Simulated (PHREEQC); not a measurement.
0.089 g of hydrous ferric oxide (600 m²/g; 0.2 weak and 0.005 strong sites per Fe, Dzombak-Morel constants, diffuse double layer) in 1 kg of water with 0.001 mol/kgw of an inert sodium salt and 1.1e-06 mol Na2SeO4, at 25 °C; the pH is set by adding NaOH or the inert anion's acid. Oxygen alone is held at its pressure in air (log pO2 = -0.68). CO2 from the air is kept out. Precipitation was switched off in this run.

The series has 13 steps of pH, from 4 to 10.

All values are PHREEQC results (ion-association model, wateq4f.dat), not measurements.

Q: Near which pH is half of the Se sorbed, and on which side is more sorbed?

A: Near pH 6.5, with more sorbed at lower pH.

Species that the database lacks are ignored.
